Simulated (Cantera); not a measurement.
**Gas-phase reforming**

An isothermal, constant-pressure homogeneous reactor starts with CH4 : H2O : H2 = 1 : 0.42 : 0.26 (molar parts), at 2025 K and 3750 Torr.

Detailed kinetics in Cantera: GRI-Mech 3.0 (53 species, 325 reactions). GRI-Mech 3.0 stops at C3 and has no aromatics, soot or wall deposition, so with more carbon than oxygen in the feed, carbon stays in small species such as C2H2 where larger ones or solid carbon would form.

```json
[
 {"t (s)": "7.00e-5", "x CH4": "0.200", "x H2O": "0.186", "x H2": "0.484", "x HCO": "1.42e-7", "x CH2": "5.16e-6", "x HO2": "3.98e-12", "x C2H6": "0.000650"},
 {"t (s)": "0.000183", "x CH4": "0.107", "x H2O": "0.166", "x H2": "0.569", "x HCO": "7.71e-8", "x CH2": "3.40e-6", "x HO2": "3.37e-12", "x C2H6": "0.000181"},
 {"t (s)": "0.000477", "x CH4": "0.0527", "x H2O": "0.148", "x H2": "0.623", "x HCO": "5.03e-8", "x CH2": "2.28e-6", "x HO2": "2.89e-12", "x C2H6": "4.54e-5"},
 {"t (s)": "0.00124", "x CH4": "0.0300", "x H2O": "0.123", "x H2": "0.658", "x HCO": "5.53e-8", "x CH2": "1.61e-6", "x HO2": "2.08e-12", "x C2H6": "1.57e-5"},
 {"t (s)": "0.00325", "x CH4": "0.0230", "x H2O": "0.0855", "x H2": "0.691", "x HCO": "8.58e-8", "x CH2": "1.12e-6", "x HO2": "<1e-12", "x C2H6": "9.38e-6"},
 {"t (s)": "0.00848", "x CH4": "0.0181", "x H2O": "0.0417", "x H2": "0.726", "x HCO": "1.29e-7", "x CH2": "6.88e-7", "x HO2": "<1e-12", "x C2H6": "5.95e-6"},
 {"t (s)": "0.0221", "x CH4": "0.0142", "x H2O": "0.0102", "x H2": "0.752", "x HCO": "1.63e-7", "x CH2": "4.10e-7", "x HO2": "<1e-12", "x C2H6": "3.91e-6"},
 {"t (s)": "0.0578", "x CH4": "0.0129", "x H2O": "0.000437", "x H2": "0.760", "x HCO": "1.74e-7", "x CH2": "3.30e-7", "x HO2": "<1e-12", "x C2H6": "3.34e-6"},
 {"t (s)": "0.151", "x CH4": "0.0128", "x H2O": "4.99e-6", "x H2": "0.760", "x HCO": "1.75e-7", "x CH2": "3.27e-7", "x HO2": "<1e-12", "x C2H6": "3.32e-6"},
 {"t (s)": "0.394", "x CH4": "0.0128", "x H2O": "4.85e-6", "x H2": "0.760", "x HCO": "1.75e-7", "x CH2": "3.27e-7", "x HO2": "<1e-12", "x C2H6": "3.32e-6"},
 {"t (s)": "1.03", "x CH4": "0.0128", "x H2O": "4.85e-6", "x H2": "0.760", "x HCO": "1.75e-7", "x CH2": "3.27e-7", "x HO2": "<1e-12", "x C2H6": "3.32e-6"},
 {"t (s)": "2.68", "x CH4": "0.0128", "x H2O": "4.85e-6", "x H2": "0.760", "x HCO": "1.75e-7", "x CH2": "3.27e-7", "x HO2": "<1e-12", "x C2H6": "3.32e-6"},
 {"t (s)": "7.00", "x CH4": "0.0128", "x H2O": "4.85e-6", "x H2": "0.760", "x HCO": "1.75e-7", "x CH2": "3.27e-7", "x HO2": "<1e-12", "x C2H6": "3.32e-6"}
]
```
x: mole fraction; the columns are a selection and need not sum to one.

Equilibrium at this temperature and pressure: CH4 0.0128, H2O 4.89e-6, H2 0.760, HCO 1.75e-7, CH2 3.27e-7, HO2 <1e-12, C2H6 3.32e-6 (gas phase only).
